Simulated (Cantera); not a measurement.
## Equilibrium for carbon deposition, reforming and gasification: acetone + H2 + NH3

A closed system holds: 1 mol acetone, 1.5 mol H2, 0.026 mol NH3, equilibrated at 4.80 bar.

Equilibrium computed with Cantera from the NASA thermochemical tables; the gas is ideal and each condensed phase is pure. Candidate condensed phases: C, C6H6, C7H8, C8H18, H2O; 136 gas species. The feed counts by its element totals alone. The numbers say what is thermodynamically allowed, not how fast it happens.

From 1023 K to 1198 K the condensed part is C(graphite). The main C-bearing gas is CH4 at 1023 K and CO at 1198 K. The share of C in condensed phases is highest at 1198 K (62.2 %) and lowest at 1023 K (60.3 %).

| T (K) | log p H2 | log p CO | log p CH4 | log p H2O | log p CO2 | n C(graphite) |
|---|---|---|---|---|---|---|
| 1023 | 0.49 | -0.31 | -0.15 | -0.38 | -1.06 | 1.81 |
| 1048 | 0.51 | -0.25 | -0.22 | -0.47 | -1.15 | 1.82 |
| 1073 | 0.52 | -0.20 | -0.30 | -0.56 | -1.25 | 1.82 |
| 1098 | 0.53 | -0.16 | -0.37 | -0.67 | -1.37 | 1.83 |
| 1123 | 0.54 | -0.14 | -0.45 | -0.77 | -1.49 | 1.84 |
| 1148 | 0.55 | -0.11 | -0.52 | -0.88 | -1.62 | 1.85 |
| 1173 | 0.56 | -0.10 | -0.59 | -0.99 | -1.75 | 1.86 |
| 1198 | 0.56 | -0.09 | -0.67 | -1.10 | -1.89 | 1.87 |
log p: log10 of the partial pressure in bar; n: condensed amount in mol.
